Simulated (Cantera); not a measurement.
An isothermal, constant-pressure homogeneous reactor starts with N₂O : H₂ : N₂ = 1 : 0.01 : 1.1 (molar parts), at 1025 K and 0.0267 bar. Integrator tolerance rtol = 1e-08.

Model: GRI-Mech 3.0 (53 species, 325 reactions), integrated in Cantera. GRI-Mech 3.0 was tuned for natural gas; its chemistry of N2O as a main component is partial and can be far from experiment. Radical loss at walls, strong at low pressure, is not modelled. The mechanism lacks the step 2 NO + O2 → 2 NO2, which can matter for NO2 below about 1400 K. The temperature is held fixed by assumption; the heat of reaction is taken as removed at once.

Question: What does this change do: pressure from 0.0267 bar to 0.490 bar?

Answer: 
| quantity | before | after |
|---|---|---|
| x(N₂O) at 200 s | 0.431 (gas-phase equilibrium 5.24e-10) | 0.137 (gas-phase equilibrium 2.25e-9) |
| x(H₂) at 200 s | 4.41e-10 (gas-phase equilibrium 9.82e-12) | 1.82e-10 (gas-phase equilibrium 2.29e-12) |
| x(O) at 200 s | 6.79e-8 (gas-phase equilibrium 8.87e-10) | 3.91e-8 (gas-phase equilibrium 2.07e-10) |
| x(NO₂) at 200 s | 7.11e-5 (gas-phase equilibrium 2.78e-7) | 0.000112 (gas-phase equilibrium 1.19e-6) |
| x(H₂O) at 200 s | 0.00467 (gas-phase equilibrium 0.00384) | 0.00410 (gas-phase equilibrium 0.00384) |

Question: What does this change do: 0.043 parts H2O added?

Answer: 
| quantity | before | after |
|---|---|---|
| x(N₂O) at 200 s | 0.431 (gas-phase equilibrium 5.24e-10) | 0.420 (gas-phase equilibrium 5.11e-10) |
| x(H₂) at 200 s | 4.41e-10 (gas-phase equilibrium 9.82e-12) | 1.72e-9 (gas-phase equilibrium 5.16e-11) |
| x(O) at 200 s | 6.79e-8 (gas-phase equilibrium 8.87e-10) | 6.72e-8 (gas-phase equilibrium 8.79e-10) |
| x(NO₂) at 200 s | 7.11e-5 (gas-phase equilibrium 2.78e-7) | 0.000145 (gas-phase equilibrium 2.71e-7) |
| x(H₂O) at 200 s | 0.00467 (gas-phase equilibrium 0.00384) | 0.0242 (gas-phase equilibrium 0.0200) |
